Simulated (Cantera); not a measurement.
A closed system holds: 1 mol FeS2, 36 mol H2, 0.57 mol N2, held at 0.00133 bar.

Method: chemical equilibrium by Gibbs-energy minimisation in Cantera with the NASA 1993 tables (ideal gas, pure condensed phases). Candidate condensed phases: Fe, FeS, FeS2, S; 16 gas species. Metal and sulfide melt together well below either melting point, which pure phases cannot show. Mutual solubility and eutectic melting of coexisting phases are not modelled. FeS: taken at fixed stoichiometry. The numbers say what is thermodynamically allowed, not how fast it happens.

x: gas mole fraction; n: condensed amount in mol.

```json
[
 {"T (°C)": "1050", "x H2": "0.961", "x S2": "0.00348", "x H2S": "0.0199", "x N2": "0.0155", "x Fe": "5.96e-7", "x H": "4.26e-5", "x SH": "0.000422", "n FeS(s)": "1.000", "n Fe(γ)": "0", "n FeS(l)": "0", "n Fe(δ)": "0"},
 {"T (°C)": "1100", "x H2": "0.962", "x S2": "___", "x H2S": "___", "x N2": "0.0155", "x Fe": "___", "x H": "___", "x SH": "___", "n FeS(s)": "1.000", "n Fe(γ)": "0", "n FeS(l)": "0", "n Fe(δ)": "0"},
 {"T (°C)": "1150", "x H2": "0.963", "x S2": "___", "x H2S": "0.0145", "x N2": "0.0155", "x Fe": "___", "x H": "___", "x SH": "___", "n FeS(s)": "0.999", "n Fe(γ)": "0", "n FeS(l)": "0", "n Fe(δ)": "0"},
 {"T (°C)": "1200", "x H2": "0.960", "x S2": "0.00876", "x H2S": "0.0136", "x N2": "0.0154", "x Fe": "6.27e-5", "x H": "0.000340", "x SH": "0.00133", "n FeS(s)": "0", "n Fe(γ)": "0.200", "n FeS(l)": "0.798", "n Fe(δ)": "0"},
 {"T (°C)": "1250", "x H2": "0.950", "x S2": "0.0169", "x H2S": "0.0147", "x N2": "0.0153", "x Fe": "0.000182", "x H": "0.000617", "x SH": "0.00225", "n FeS(s)": "0", "n Fe(γ)": "0.892", "n FeS(l)": "0.101", "n Fe(δ)": "0"},
 {"T (°C)": "1300", "x H2": "0.949", "x S2": "0.0190", "x H2S": "0.0124", "x N2": "0.0152", "x Fe": "0.000493", "x H": "0.00108", "x SH": "0.00286", "n FeS(s)": "0", "n Fe(γ)": "0.982", "n FeS(l)": "0", "n Fe(δ)": "0"},
 {"T (°C)": "1350", "x H2": "0.948", "x S2": "0.0196", "x H2S": "0.0101", "x N2": "0.0152", "x Fe": "0.00125", "x H": "0.00184", "x SH": "0.00346", "n FeS(s)": "0", "n Fe(γ)": "0.953", "n FeS(l)": "0", "n Fe(δ)": "0"},
 {"T (°C)": "1400", "x H2": "0.946", "x S2": "0.0199", "x H2S": "0.00834", "x N2": "0.0152", "x Fe": "0.00301", "x H": "0.00303", "x SH": "0.00411", "n FeS(s)": "0", "n Fe(γ)": "0", "n FeS(l)": "0", "n Fe(δ)": "0.887"},
 {"T (°C)": "1450", "x H2": "0.940", "x S2": "0.0199", "x H2S": "0.00686", "x N2": "0.0151", "x Fe": "0.00684", "x H": "0.00484", "x SH": "0.00478", "n FeS(s)": "0", "n Fe(γ)": "0", "n FeS(l)": "0", "n Fe(δ)": "0.741"},
 {"T (°C)": "1500", "x H2": "0.930", "x S2": "0.0195", "x H2S": "0.00562", "x N2": "0.0149", "x Fe": "0.0148", "x H": "0.00751", "x SH": "0.00545", "n FeS(s)": "0", "n Fe(γ)": "0", "n FeS(l)": "0", "n Fe(δ)": "0.433"}
]
```

Question: What belongs in the gaps?

Answer: 
- 1100, x S2: 0.00471
- 1100, x H2S: 0.0171
- 1100, x Fe: 3.23e-6
- 1100, x H: 8.94e-5
- 1100, x SH: 0.000629
- 1150, x S2: 0.00588
- 1150, x Fe: 1.59e-5
- 1150, x H: 0.000179
- 1150, x SH: 0.000883
